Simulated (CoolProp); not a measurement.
Vinyl chloride at 298.15 K and 0.263 MPa is throttled through a valve to 0.107 MPa with no heat exchange. Each further row changes one setting.

Model: reference Helmholtz-energy equation of state, Thol 2022, in CoolProp.

```
case                        temperature change (K)  final density (kg/m³)
--------------------------  ----------------------  ---------------------
as stated                                     -4.3                      ?
outlet pressure 0.0321 MPa                       ?                      ?
outlet pressure 0.139 MPa                     -3.4                   3.64
```

What belongs in the gaps?


- as stated, final density (kg/m³): 2.79
- outlet pressure 0.0321 MPa, temperature change (K): -6.4
- outlet pressure 0.0321 MPa, final density (kg/m³): 0.832
